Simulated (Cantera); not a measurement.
Feed: 1 mol SiHCl3, 0.21 mol N2, equilibrated at 823 K and 1.00 bar.

These are equilibrium values from Cantera (NASA tables, ideal gas, pure condensed phases), not measurements of a reactor. Candidate condensed phases: NH4Cl, Si, Si3N4; 28 gas species. N2 is the only nitrogen source here; it is nearly inert below about 1500 K, so the nitride shown seldom forms there in practice. Equilibrium is a limit: real reactors are often held back by kinetics, nucleation or transport.

**Question.** What is the equilibrium state?

**Answer.** 
| Item | Result |
|---|---|
| x(SiCl4) | 0.525 |
| x(H2) | 0.289 |
| x(HCl) | 0.183 |
| x(N2) | 0.00260 |
| x(SiHCl3) | 0.000996 |
| x(NH3) | 1.88e-5 |
| x(SiCl3) | 2.02e-6 |
| n(Si3N4(s)) | 0.103 mol |
| gas amount | 1.313 mol |
| log10 activity of Si(s) (absent) | -8.27 |
